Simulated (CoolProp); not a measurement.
Octamethyltrisiloxane (MDM) at several states: density (kg/m³) from the reference equation and from simpler models built on Tc = 565.4 K, pc = 1.438 MPa, ω = 0.528; each cubic takes its own stable root.

Computed with CoolProp (reference Helmholtz-energy equation of state, Thol 2017).

```csv
T (K),p (MPa),phase,reference
325.6,0.0317,liquid,787.4
378.3,0.104,liquid,731.2
542.2,0.277,gas,15.81
```

Q: How far does each simpler model (van der Waals, Redlich-Kwong, Soave-Redlich-Kwong) lie from the reference over these 3 states: mean and median of the absolute difference, and the worst?

A: 
- van der Waals: mean 66.7 %, median 98.9 %, worst -99.6 % at 325.6 K and 0.0317 MPa
- Redlich-Kwong: mean 10.3 %, median 15.1 %, worst -15.5 % at 378.3 K and 0.104 MPa
- Soave-Redlich-Kwong: mean 6.2 %, median 8.8 %, worst -9.8 % at 325.6 K and 0.0317 MPa

At some of these states van der Waals gives the other phase, because its saturation line lies elsewhere.
